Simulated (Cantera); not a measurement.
Charge: 1 mol CaO, 1.6 mol Cl2, 4.1 mol N2, 48 mol HCl, held at 1173.15 K and 0.0380 bar.

Method: chemical equilibrium by Gibbs-energy minimisation in Cantera with the NASA 1993 tables (ideal gas, pure condensed phases). Candidate condensed phases: Ca, CaCl2, CaO, Ca(OH)2, H2O, NH4Cl; 36 gas species. Condensed phases not in the tables: oxide chlorides. The numbers say what is thermodynamically allowed, not how fast it happens.

Base state: HCl 0.874, N2 0.0776, Cl2 0.0273, H2O 0.0175, Cl 0.00301, O2 0.000734, CaCl2 9.75e-5 (mole fractions); condensed: CaCl2(l).

Q: What changes in the equilibrium state with this change: pressure from 0.0380 bar to 0.00130 bar?

A: 
| species | before | after |
|---|---|---|
| HCl | 0.874 | 0.876 |
| N2 | 0.0776 | 0.0768 |
| Cl2 | 0.0273 | 0.0166 |
| Cl | 0.00301 | 0.0127 |
| H2O | 0.0175 | 0.0117 |
| CaCl2 | 9.75e-5 | 0.00285 |
| O2 | 0.000734 | 0.00352 |
| CaCl2(l), mol | 0.995 | 0.848 |

Q: What changes in the equilibrium state with this change: temperature from 1173.15 K to 1700 K?

A: 
| species | before | after |
|---|---|---|
| HCl | 0.874 | 0.836 |
| N2 | 0.0776 | 0.0743 |
| Cl | 0.00301 | 0.0512 |
| Cl2 | 0.0273 | 0.00270 |
| CaCl2 | 9.75e-5 | 0.0181 |
| H2O | 0.0175 | 0.0173 |
| H2 | 2.37e-8 | 9.21e-5 |
| OH | 4.74e-7 | 7.03e-5 |
| NO | 2.94e-6 | 3.76e-5 |
| O2 | 0.000734 | 0.000374 |
| CaCl2(l), mol | 0.995 | 0 |
